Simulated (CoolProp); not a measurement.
Vapour-liquid equilibrium of propylene (1) + acetone (2) at 248.1 K; x and y are mole fractions of (1).

The numbers come from the multi-fluid Helmholtz-energy mixture model, Lemmon 2013 and Lemmon 2006; pair parameters Bell 2016 in CoolProp.

Q: Give the bubble pressure and the first vapour's composition at x = 0.05, 0.25, 0.75. Is there an azeotrope?

A: x = 0.05: 39.63 kPa, y = 0.948; x = 0.25: 152.1 kPa, y = 0.988; x = 0.75: 216.0 kPa, y = 0.993. No azeotrope shows between x = 0.05 and 0.95.

Pair parameters are fitted to limited data, so mixtures are less certain than the pure fluids. With so large a gap from Raoult's law the liquid may split in two, which this calculation doesn't test in full.
